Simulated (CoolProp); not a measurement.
Methanol along the isotherm 540.3 K: density (kg/m³) from the reference equation and from simpler models built on Tc = 513.4 K, pc = 8.216 MPa, ω = 0.565; each cubic takes its own stable root.

Model: reference Helmholtz-energy equation of state, de Reuck 1993, in CoolProp.

```tsv
p (MPa)	phase	reference	ideal gas	Redlich-Kwong	Soave-Redlich-Kwong	Peng-Robinson
2.05	gas	15.72	14.62	15.84	15.76	15.91
4.11	gas	34.64	29.32	35.00	34.55	35.25
6.16	gas	58.53	43.94	59.47	57.84	59.71
8.22	supercritical	92.93	58.63	95.37	89.48	93.62
10.3	supercritical	152.1	73.47	169.2	139.4	147.8
12.3	supercritical	284.0	87.73	247.9	206.5	221.2
14.4	supercritical	384.9	102.7	284.6	254.1	275.5
16.4	supercritical	425.5	117.0	306.9	282.1	307.9
18.5	supercritical	453.0	132.0	324.4	303.2	332.3
20.5	supercritical	472.8	146.2	337.9	319.1	350.6
```
